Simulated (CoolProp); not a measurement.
Saturated liquid density (kg/m³) of acetone: the reference equation beside estimates from Tc = 508.1 K, pc = 4.692 MPa, ω = 0.307. Rackett uses Z = 0.29056 − 0.08775 ω.

Model: reference Helmholtz-energy equation of state, Lemmon 2006, in CoolProp. It is a short technical equation, of lower accuracy than the large ones.

| T (K) | reference | Rackett | van der Waals | Redlich-Kwong | Soave-Redlich-Kwong | Peng-Robinson |
|---|---|---|---|---|---|---|
| 340.7 | 735.2 | 646.1 | 377.4 | 550.1 | 575.7 | 651.1 |
| 344.7 | 730.3 | 641.8 | 375.0 | 545.9 | 571.7 | 646.8 |
| 348.7 | 725.3 | 637.4 | 372.6 | 541.5 | 567.7 | 642.4 |
| 352.7 | 720.4 | 633.0 | 370.1 | 537.1 | 563.6 | 637.9 |
| 356.7 | 715.3 | 628.6 | 367.6 | 532.7 | 559.4 | 633.2 |
| 360.7 | 710.2 | 624.1 | 365.0 | 528.1 | 555.1 | 628.5 |
| 364.6 | 705.1 | 619.6 | 362.5 | 523.6 | 550.8 | 623.8 |
| 368.6 | 699.9 | 615.0 | 359.8 | 518.9 | 546.3 | 618.9 |
| 372.6 | 694.6 | 610.4 | 357.2 | 514.1 | 541.7 | 613.8 |
| 376.6 | 689.2 | 605.6 | 354.4 | 509.3 | 537.0 | 608.6 |
| 380.6 | 683.7 | 600.8 | 351.7 | 504.3 | 532.1 | 603.3 |
| 384.6 | 678.2 | 595.9 | 348.9 | 499.3 | 527.2 | 597.8 |
| 388.6 | 672.5 | 591.0 | 346.0 | 494.1 | 522.2 | 592.2 |
| 392.6 | 666.8 | 586.0 | 343.1 | 488.9 | 517.0 | 586.4 |

Absolute difference from the reference over all 14 rows, mean and median: Rackett 12.1 and 12.1 %, van der Waals 48.6 and 48.6 %, Redlich-Kwong 25.8 and 25.8 %, Soave-Redlich-Kwong 22.0 and 21.9 %, Peng-Robinson 11.6 and 11.6 %.
